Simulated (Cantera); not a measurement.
A Cantera script and its output.

```python
import numpy as np
import cantera as ct

gas = ct.Solution("gri30.yaml")


def delay(T, t_max=10):
    gas.TPX = T, 100000, {'H2': 1, 'O2': 0.781, 'N2': 2.94}
    reactor = ct.IdealGasConstPressureReactor(gas, clone=False)
    net = ct.ReactorNet([reactor])
    net.rtol, net.atol = 1e-8, 1e-16
    while net.time < t_max:
        t_old, T_old = net.time, reactor.T
        net.step()
        if reactor.T > T + 400:  # ignition: a rise of 400 K
            return t_old + (T + 400 - T_old) / (reactor.T - T_old) * (net.time - t_old)
    return np.nan


taus = []
for T in [1223, 1298, 1373, 1448, 1523]:
    taus.append(delay(T))
    print(f"T0 = {T:6g} K   tau = {taus[-1]:.4e} s")

# d ln(tau) / d ln(k), from doubling and halving each rate constant
T, sens = 1523, []
for i in range(gas.n_reactions):
    gas.set_multiplier(2.0, i)
    up = delay(T)
    gas.set_multiplier(0.5, i)
    down = delay(T)
    gas.set_multiplier(1.0, i)
    sens.append((np.log(up / down) / np.log(4.0), gas.reaction(i).equation))
sens.sort(key=lambda x: -abs(x[0]))
print(f"sensitivities at {T} K")
for s, eq in sens[:10]:
    print(f"{s:8.3f}  {eq}")
```

Output:

```
T0 =   1223 K   tau = 4.4011e-05 s
T0 =   1298 K   tau = 3.2817e-05 s
T0 =   1373 K   tau = 2.6506e-05 s
T0 =   1448 K   tau = 2.2924e-05 s
T0 =   1523 K   tau = 2.1034e-05 s
sensitivities at 1523 K
  -0.336  H + O2 <=> O + OH
  -0.185  H + O2 + H2O <=> HO2 + H2O
  -0.116  H2 + O <=> H + OH
  -0.092  H + OH + M <=> H2O + M
  -0.073  H2 + OH <=> H + H2O
  -0.063  H + O2 + N2 <=> HO2 + N2
  -0.041  H + HO2 <=> H2 + O2
  -0.030  H + O2 + M <=> HO2 + M
  -0.024  2 H + H2O <=> H2 + H2O
  -0.016  2 H + M <=> H2 + M
```

Detailed kinetics in Cantera: GRI-Mech 3.0 (53 species, 325 reactions). Where the delays flatten at high temperature, the 400 K rule measures the pace of heat release, not the induction time.
